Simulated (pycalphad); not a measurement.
An equivalent pycalphad script:

```python
from pycalphad import Database, equilibrium, calculate, variables as v
import numpy as np
db = Database('COST507.tdb')
comps = ['SI', 'SN', 'VA']
phases = ['BCT_A5', 'DIAMOND_A4', 'LIQUID']
eq = equilibrium(db, comps, phases, {v.X('SN'): 0.0009, v.T: np.arange(1850, 499, -75), v.P: 101325, v.N: 1}, output=['HM', 'SM'])
```

Source of the numbers: pycalphad with the COST 507 light-alloy database (1999); pressure 1 atm. The database dates from 1999; later assessments differ in places, in temperatures and in the compounds included. Amounts are mole fractions of atoms.

Results at three of the temperatures:

```
T = 1400.00 K, P = 101325 Pa, N = 1 mol of atoms
G = -51279 J/mol, H = 27838 J/mol, S = 56.51 J/(mol K)  (SER reference)
chemical potentials (J/mol): Si -51222, Sn -115293
phase             fraction      x(Si)      x(Sn)
DIAMOND_A4          0.9990     1.0000   3.24e-07
LIQUID              0.0010     0.0747     0.9253
```

```
T = 1100.00 K, P = 101325 Pa, N = 1 mol of atoms
G = -35285 J/mol, H = 19608 J/mol, S = 49.90 J/(mol K)  (SER reference)
chemical potentials (J/mol): Si -35242, Sn -82830
phase             fraction      x(Si)      x(Sn)
DIAMOND_A4          0.9991     1.0000   4.19e-07
LIQUID              0.0009     0.0085     0.9915
```

```
T = 650.00 K, P = 101325 Pa, N = 1 mol of atoms
G = -15640 J/mol, H = 8040 J/mol, S = 36.43 J/(mol K)  (SER reference)
chemical potentials (J/mol): Si -15618, Sn -39698
phase             fraction      x(Si)      x(Sn)
DIAMOND_A4          0.9991     1.0000   3.42e-07
LIQUID              0.0009   2.26e-05     1.0000
```

Changes of the phase set, refined by bisection:

```csv
T (°C),phases above,phases below
1413.4,liquid,diamond (Si) + liquid
231.9,diamond (Si) + liquid,bct (Sn) + diamond (Si)
```

DIAMOND_A4 is diamond (Si).
